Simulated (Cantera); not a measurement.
Feed: 1 mol Al(CH3)3, 3.2 mol N2O, 3.3 mol H2, held at 773.15 K and 84.0 mbar.

Equilibrium computed with Cantera from the NASA thermochemical tables; the gas is ideal and each condensed phase is pure. Candidate condensed phases: Al, AlN, Al2O3, C, C6H6, C7H8, C8H18, H2O; 148 gas species. The feed counts by its element totals alone. Equilibrium is a limit: real reactors are often held back by kinetics, nucleation or transport.

Base state: H2 0.531, N2 0.289, H2O 0.0721, CH4 0.0501, CO 0.0340, CO2 0.0236, NH3 6.91e-5 (mole fractions); condensed: Al2O3(s) + C(graphite).

Task: What changes in the equilibrium state with this change: pressure from 84.0 mbar to 31.0 Pa?

Result: 
```json
[
 {"species": "H2", "before": "0.531", "after": "0.614"},
 {"species": "N2", "before": "0.289", "after": "0.253"},
 {"species": "CO", "before": "0.0340", "after": "0.130"},
 {"species": "H2O", "before": "0.0721", "after": "0.00118"},
 {"species": "CH4", "before": "0.0501", "after": "0.000247"},
 {"species": "CO2", "before": "0.0236", "after": "0.00128"},
 {"species": "NH3", "before": "6.91e-5", "after": "2.97e-7"},
 {"species": "Al2O3(s), mol", "before": "0.500", "after": "0.500"},
 {"species": "C(graphite), mol", "before": "1.81", "after": "1.33"}
]
```

Task: What changes in the equilibrium state with this change: pressure from 84.0 mbar to 9.40 mbar?

Result: 
```json
[
 {"species": "H2", "before": "0.531", "after": "0.605"},
 {"species": "N2", "before": "0.289", "after": "0.264"},
 {"species": "CO", "before": "0.0340", "after": "0.0846"},
 {"species": "H2O", "before": "0.0721", "after": "0.0228"},
 {"species": "CH4", "before": "0.0501", "after": "0.00727"},
 {"species": "CO2", "before": "0.0236", "after": "0.0163"},
 {"species": "NH3", "before": "6.91e-5", "after": "8.99e-6"},
 {"species": "Al2O3(s), mol", "before": "0.500", "after": "0.500"},
 {"species": "C(graphite), mol", "before": "1.81", "after": "1.69"}
]
```
